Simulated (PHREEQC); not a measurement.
Solution (25 °C): 0.088 mol/kgw H2SiF6. Closed to the air; pH follows from the charge balance.

Model: ion-association model, wateq4f.dat, run in PHREEQC.

Q: The ionic strength comes out as 0.259 mol/kgw. What activity coefficients do F-, H+, HF2-, SiF6-2 get?

A: F- 0.69, H+ 0.79, HF2- 0.69, SiF6-2 0.27.

This is a speciation only: nothing precipitates in the calculation. The solution is supersaturated, for example in Quartz (slow to form), Chalcedony (slow to form), so a real one may precipitate; this is no full list. Species that the database lacks are ignored. SiF6-2 is the database's only silicon fluoride.
